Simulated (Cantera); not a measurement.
Feed: 1 mol NF3, 0.12 mol H2O, 3.9 mol N2, 3.1 mol H2, held at 100000 Pa.

Method: chemical equilibrium by Gibbs-energy minimisation in Cantera with the NASA 1993 tables (ideal gas, pure condensed phases). Candidate condensed phases: H2O; 65 gas species. Ions and electrons are included (thermal ionisation). Kinetics and transport are ignored. All values below are at 5000 K.

Base state: H 0.431, N2 0.315, F 0.186, HF 0.0350, N 0.0186, O 0.00835, H2 0.00449, NO 0.000332 (mole fractions); condensed: gas only.

### Question
What changes in the equilibrium state with this change: H2O from 0.12 to 4.1 mol?

### Answer
```json
[
 {"species": "H", "before": "0.431", "after": "0.532"},
 {"species": "N2", "before": "0.315", "after": "0.166"},
 {"species": "O", "before": "0.00835", "after": "0.154"},
 {"species": "F", "before": "0.186", "after": "0.0968"},
 {"species": "HF", "before": "0.0350", "after": "0.0224"},
 {"species": "N", "before": "0.0186", "after": "0.0135"},
 {"species": "O2", "before": "1.42e-6", "after": "0.000482"},
 {"species": "H2O", "before": "2.09e-6", "after": "5.87e-5"},
 {"species": "OH", "before": "0.000162", "after": "0.00368"},
 {"species": "NO", "before": "0.000332", "after": "0.00443"},
 {"species": "NO+", "before": "5.47e-6", "after": "2.11e-5"}
]
```

### Question
What changes in the equilibrium state with this change: NF3 replaced by N2O?

### Answer
```tsv
species	before	after
H	0.431	0.503
N2	0.315	0.381
O	0.00835	0.0840
F	0.186	0
HF	0.0350	0
N	0.0186	0.0205
O2	1.42e-6	0.000144
H2O	2.09e-6	2.86e-5
OH	0.000162	0.00190
```
